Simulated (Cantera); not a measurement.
A perfectly stirred reactor is fed with CH4 : C2H6 : O2 : N2 = 1 : 1.1 : 9 : 33.8 (molar parts), at 9.30 bar; it is adiabatic with a 500 K inlet, and is followed from long to short residence time, starting on the burning branch (τ in s: 0.025, 0.012, 0.0056, 0.0026, 0.0012, 0.00058, 0.00027, 0.00013, 6e-05, 2.8e-05, 1.3e-05).

Detailed kinetics in Cantera: GRI-Mech 3.0 (53 species, 325 reactions).

Q: What does this change do: pressure from 9.30 bar to 0.520 bar?

A: 
| quantity | before | after |
|---|---|---|
| blow-out, bracketed by the residence times tried | burning at 60.0 µs, out at 28.0 µs | burning at 0.270 ms, out at 0.130 ms |
| x(CH4) at τ = 25.0 ms | 2.79e-6 | 6.68e-6 |
| x(C2H6) at τ = 25.0 ms | 5.35e-7 | 1.73e-6 |
| x(O2) at τ = 25.0 ms | 0.0692 | 0.0694 |
| x(CH2) at τ = 25.0 ms | 1.73e-8 | 1.64e-7 |
| x(NO) at τ = 25.0 ms | 4.92e-5 | 4.91e-5 |
| x(CH4) at τ = 0.580 ms | 4.06e-5 | 0.000133 |
| x(C2H6) at τ = 0.580 ms | 1.06e-5 | 3.53e-5 |
| x(O2) at τ = 0.580 ms | 0.0704 | 0.0756 |
| x(CH2) at τ = 0.580 ms | 5.05e-7 | 2.26e-6 |
| x(NO) at τ = 0.580 ms | 1.58e-5 | 9.28e-6 |

Q: What does this change do: 0.34 parts H2 added?

A: 
```
quantity                                                                      before                               after
------------------------------------------------  ----------------------------------  ----------------------------------
blow-out, bracketed by the residence times tried  burning at 60.0 µs, out at 28.0 µs  burning at 60.0 µs, out at 28.0 µs
x(CH4) at τ = 25.0 ms                                                        2.79e-6                             2.34e-6
x(C2H6) at τ = 25.0 ms                                                       5.35e-7                             4.22e-7
x(O2) at τ = 25.0 ms                                                          0.0692                              0.0651
x(CH2) at τ = 25.0 ms                                                        1.73e-8                             1.88e-8
x(NO) at τ = 25.0 ms                                                         4.92e-5                             7.89e-5
x(CH4) at τ = 0.580 ms                                                       4.06e-5                             3.52e-5
x(C2H6) at τ = 0.580 ms                                                      1.06e-5                             8.94e-6
x(O2) at τ = 0.580 ms                                                         0.0704                              0.0663
x(CH2) at τ = 0.580 ms                                                       5.05e-7                             5.45e-7
x(NO) at τ = 0.580 ms                                                        1.58e-5                             2.10e-5
```
